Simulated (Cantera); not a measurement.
# Adiabatic ignition

An adiabatic, constant-volume homogeneous reactor starts with C₃H₈ : O₂ : N₂ = 1 : 6.94 : 76.4 (molar parts), equivalence ratio 0.72, at 1500 K and 4.93 atm.

Cantera simulation using GRI-Mech 3.0 (53 species, 325 reactions); the numbers are that mechanism's predictions, not measurements. GRI-Mech 3.0 was tuned for natural gas; its chemistry of propane as a main component is partial and can be far from experiment.

```tsv
t (s)	T (K)	P (bar)	x C₃H₈	x O₂	x C₂H₆	x CO	x HO₂	x NO	x C₂H
2.00e-6	1498	5.00	0.0117	0.0822	2.58e-6	4.88e-7	2.27e-5	<1e-12	<1e-12
6.19e-6	1496	4.99	0.0111	0.0820	7.68e-5	1.39e-5	3.21e-5	4.92e-12	3.29e-12
1.92e-5	1498	5.01	0.00886	0.0810	0.000618	0.000230	4.12e-5	5.50e-11	1.06e-10
5.93e-5	2063	7.06	<1e-12	0.0289	<1e-12	0.0158	1.62e-5	1.94e-5	<1e-12
0.000184	2300	7.77	<1e-12	0.0229	<1e-12	0.00169	2.12e-6	9.46e-5	<1e-12
0.000568	2310	7.80	<1e-12	0.0227	<1e-12	0.00101	1.79e-6	0.000170	<1e-12
0.00176	2310	7.80	<1e-12	0.0226	<1e-12	0.00101	1.78e-6	0.000382	<1e-12
0.00545	2308	7.79	<1e-12	0.0223	<1e-12	0.00101	1.75e-6	0.000983	<1e-12
0.0169	2304	7.78	<1e-12	0.0216	<1e-12	0.001000	1.69e-6	0.00240	<1e-12
0.0522	2299	7.76	<1e-12	0.0206	<1e-12	0.000989	1.60e-6	0.00438	<1e-12
0.162	2297	7.76	<1e-12	0.0202	<1e-12	0.000986	1.57e-6	0.00514	<1e-12
0.500	2296	7.75	<1e-12	0.0202	<1e-12	0.000986	1.57e-6	0.00516	<1e-12
```
x: mole fraction; the columns are a selection and need not sum to one.

```
Property                                                          Result
---------------------------------  -------------------------------------
time of steepest temperature rise                                50.6 µs
temperature at 0.500 s                                            2296 K
equilibrium temperature                                           2296 K
x(C₃H₈) at 0.500 s                 <1e-12 (gas-phase equilibrium <1e-12)
x(O₂) at 0.500 s                   0.0202 (gas-phase equilibrium 0.0202)
x(C₂H₆) at 0.500 s                 <1e-12 (gas-phase equilibrium <1e-12)
```
